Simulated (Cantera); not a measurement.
A perfectly stirred reactor is fed with CH4 : H2O : H2 = 1 : 1 : 0.36 (molar parts), at 0.987 atm; it is held at 1800 K, and followed from long to short residence time.

Model: GRI-Mech 3.0 (53 species, 325 reactions), integrated in Cantera.

What does this change do: pressure from 0.987 atm to 4.84 atm?


| quantity | before | after |
|---|---|---|
| x(CH4) at τ = 0.510 s | 0.0254 | 0.0346 |
| x(H2O) at τ = 0.510 s | 0.123 | 0.0986 |
| x(H2) at τ = 0.510 s | 0.663 | 0.674 |
| x(H) at τ = 0.510 s | 0.000289 | 0.000133 |
| x(HCO) at τ = 0.510 s | 2.38e-8 | 5.91e-8 |
| x(CH4) at τ = 48.0 ms | 0.0665 | 0.0644 |
| x(H2O) at τ = 48.0 ms | 0.248 | 0.214 |
| x(H2) at τ = 48.0 ms | 0.541 | 0.568 |
| x(H) at τ = 48.0 ms | 0.000247 | 0.000120 |
| x(HCO) at τ = 48.0 ms | 1.45e-8 | 2.64e-8 |

What does this change do: temperature 1800 to 2175 K?


| quantity | before | after |
|---|---|---|
| x(CH4) at τ = 0.510 s | 0.0254 | 0.00215 |
| x(H2O) at τ = 0.510 s | 0.123 | 0.0164 |
| x(H2) at τ = 0.510 s | 0.663 | 0.753 |
| x(H) at τ = 0.510 s | 0.000289 | 0.00423 |
| x(HCO) at τ = 0.510 s | 2.38e-8 | 2.30e-7 |
| x(CH4) at τ = 48.0 ms | 0.0665 | 0.00673 |
| x(H2O) at τ = 48.0 ms | 0.248 | 0.0509 |
| x(H2) at τ = 48.0 ms | 0.541 | 0.725 |
| x(H) at τ = 48.0 ms | 0.000247 | 0.00408 |
| x(HCO) at τ = 48.0 ms | 1.45e-8 | 2.35e-7 |

What does this change do: pressure from 0.987 atm to 0.415 atm?


| quantity | before | after |
|---|---|---|
| x(CH4) at τ = 0.510 s | 0.0254 | 0.0263 |
| x(H2O) at τ = 0.510 s | 0.123 | 0.141 |
| x(H2) at τ = 0.510 s | 0.663 | 0.649 |
| x(H) at τ = 0.510 s | 0.000289 | 0.000436 |
| x(HCO) at τ = 0.510 s | 2.38e-8 | 1.67e-8 |
| x(CH4) at τ = 48.0 ms | 0.0665 | 0.0727 |
| x(H2O) at τ = 48.0 ms | 0.248 | 0.267 |
| x(H2) at τ = 48.0 ms | 0.541 | 0.523 |
| x(H) at τ = 48.0 ms | 0.000247 | 0.000358 |
| x(HCO) at τ = 48.0 ms | 1.45e-8 | 1.98e-8 |
